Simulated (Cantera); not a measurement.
# Gas-phase reforming

A perfectly stirred reactor is fed with CH4 : CO2 : H2 = 0.17 : 0.67 : 0.57 (molar parts), at 200000 Pa; it is held at 1598 K, and followed from long to short residence time.

Model: GRI-Mech 3.0 (53 species, 325 reactions), integrated in Cantera.

| τ (s) | x CH4 | x CO2 | x H2 | x H2O2 | x O |
|---|---|---|---|---|---|
| 2.0 | 0.0245 | 0.122 | 0.252 | <1e-12 | 2.63e-11 |
| 0.73 | 0.0351 | 0.147 | 0.233 | <1e-12 | 2.44e-11 |
| 0.26 | 0.0516 | 0.188 | 0.227 | <1e-12 | 2.27e-11 |
| 0.093 | 0.0750 | 0.255 | 0.250 | <1e-12 | 2.00e-11 |
| 0.033 | 0.0983 | 0.341 | 0.302 | <1e-12 | 1.53e-11 |
| 0.012 | 0.112 | 0.410 | 0.351 | <1e-12 | 1.08e-11 |
| 0.0043 | 0.117 | 0.449 | 0.382 | <1e-12 | 8.14e-12 |
| 0.0015 | 0.119 | 0.466 | 0.396 | <1e-12 | 6.67e-12 |
| 0.00054 | 0.120 | 0.472 | 0.401 | <1e-12 | 5.42e-12 |
| 0.00019 | 0.120 | 0.474 | 0.403 | <1e-12 | 3.66e-12 |
x: mole fraction; the columns are a selection and need not sum to one.
